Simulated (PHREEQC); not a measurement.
Dissolve 0.081 mol CuCl2, 0.00025 mol HCl and 0.66 mol H3BO3 per kg of water at 20 °C. Closed to the air; pH follows from the charge balance.

Equilibrium calculation in PHREEQC: ion-association model, phreeqc.dat.

```csv
quantity,before,after
pH,3.69,3.59
ionic strength (mol/kgw),0.227,0.159
Cl- (mol/kgw),0.154,0.119
Cu+2 (mol/kgw),0.0732,0.0400
CuCl+ (mol/kgw),0.00750,0.0389
CuCl2 (mol/kgw),0.000281,0.00200
```

### Question
Name the change that produced these shifts.
A) temperature from 20 to 80 °C
B) CuCl2 from 0.081 to 0.0081 mol/kgw
C) H3BO3 from 0.66 to 0.066 mol/kgw

### Answer
A, temperature from 20 to 80 °C

This is a speciation only: nothing precipitates in the calculation. Constants without temperature data keep their 25 °C values here.
